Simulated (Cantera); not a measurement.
**Thermodynamics of silicon epitaxy and polysilicon growth, feed Si3H8 + Cl2 + N2**

Feed: 1 mol Si3H8, 0.015 mol Cl2, a varied amount of N2, held at 577 °C and 0.230 bar.

These are equilibrium values from Cantera (NASA tables, ideal gas, pure condensed phases), not measurements of a reactor. Candidate condensed phases: NH4Cl, Si, Si3N4; 28 gas species. The feed counts by its element totals alone. N2 is the only nitrogen source here; it is nearly inert below about 1500 K, so the nitride shown seldom forms there in practice. Kinetics and transport are ignored.

```json
[
 {"n(N2) (mol)": "3.3", "x N2": "0.245", "x H2": "0.750", "x HCl": "0.00565", "x NH3": "0.000137", "x SiCl4": "1.76e-9", "n Si3N4(s)": "1.00"},
 {"n(N2) (mol)": "17", "x N2": "0.789", "x H2": "0.210", "x HCl": "0.00158", "x NH3": "3.64e-5", "x SiCl4": "6.28e-11", "n Si3N4(s)": "1.00"},
 {"n(N2) (mol)": "30", "x N2": "0.875", "x H2": "0.124", "x HCl": "0.000937", "x NH3": "1.75e-5", "x SiCl4": "2.07e-11", "n Si3N4(s)": "1.00"},
 {"n(N2) (mol)": "43", "x N2": "0.911", "x H2": "0.0885", "x HCl": "0.000666", "x NH3": "1.07e-5", "x SiCl4": "1.02e-11", "n Si3N4(s)": "1.00"},
 {"n(N2) (mol)": "57", "x N2": "0.932", "x H2": "0.0675", "x HCl": "0.000508", "x NH3": "7.23e-6", "x SiCl4": "5.83e-12", "n Si3N4(s)": "1.00"},
 {"n(N2) (mol)": "70", "x N2": "0.944", "x H2": "0.0553", "x HCl": "0.000417", "x NH3": "5.40e-6", "x SiCl4": "3.88e-12", "n Si3N4(s)": "1.00"},
 {"n(N2) (mol)": "84", "x N2": "0.953", "x H2": "0.0463", "x HCl": "0.000349", "x NH3": "4.16e-6", "x SiCl4": "2.70e-12", "n Si3N4(s)": "1.00"}
]
```
x: gas mole fraction; n: condensed amount in mol.

From 3.3 mol N2 to 84 mol N2 the condensed part is Si3N4(s).
